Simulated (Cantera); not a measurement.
**Adiabatic ignition**

An adiabatic, constant-volume homogeneous reactor starts with H₂ : O₂ : N₂ = 1 : 1 : 3.03 (molar parts), equivalence ratio 0.50, at 975 K and 3.20 bar.

Detailed kinetics in Cantera: the H2/O2 subset of GRI-Mech 3.0, which has no nitrogen chemistry. The hydrogen kinetics of GRI-Mech 3.0 are dated; newer H2 mechanisms differ, most at raised pressure.

| t (s) | T (K) | P (bar) | x H₂ | x O₂ | x OH | x O | x H | x HO₂ |
|---|---|---|---|---|---|---|---|---|
| 2.00e-6 | 975 | 3.20 | 0.199 | 0.199 | 1.88e-12 | 5.67e-12 | 3.28e-11 | 1.63e-10 |
| 8.73e-6 | 975 | 3.20 | 0.199 | 0.199 | 2.88e-12 | 9.59e-12 | 4.36e-11 | 9.30e-10 |
| 3.81e-5 | 975 | 3.20 | 0.199 | 0.199 | 2.98e-12 | 9.95e-12 | 4.51e-11 | 4.42e-9 |
| 0.000166 | 975 | 3.20 | 0.199 | 0.199 | 3.37e-12 | 1.12e-11 | 5.06e-11 | 1.99e-8 |
| 0.000725 | 975 | 3.20 | 0.199 | 0.199 | 5.78e-12 | 1.77e-11 | 8.02e-11 | 9.42e-8 |
| 0.00316 | 975 | 3.20 | 0.199 | 0.199 | 3.68e-11 | 8.45e-11 | 3.83e-10 | 6.90e-7 |
| 0.0138 | 976 | 3.20 | 0.199 | 0.199 | 3.37e-9 | 4.84e-9 | 2.20e-8 | 1.70e-5 |
| 0.0602 | 2619 | 7.80 | 0.00239 | 0.106 | 0.0151 | 0.00297 | 0.000731 | 2.77e-5 |
| 0.263 | 2619 | 7.80 | 0.00239 | 0.106 | 0.0151 | 0.00297 | 0.000731 | 2.77e-5 |
| 1.15 | 2619 | 7.80 | 0.00239 | 0.106 | 0.0151 | 0.00297 | 0.000731 | 2.77e-5 |
| 5.00 | 2619 | 7.80 | 0.00239 | 0.106 | 0.0151 | 0.00297 | 0.000731 | 2.77e-5 |
x: mole fraction; the columns are a selection and need not sum to one.

The time of steepest temperature rise is 26.2 ms and the temperature at 5.00 s is 2619 K. The equilibrium temperature comes out as 2619 K, the x(H₂) at 5.00 s is 0.00239 (gas-phase equilibrium 0.00239) and the x(O₂) at 5.00 s comes out as 0.106 (gas-phase equilibrium 0.106). The x(OH) at 5.00 s is 0.0151 (gas-phase equilibrium 0.0151).
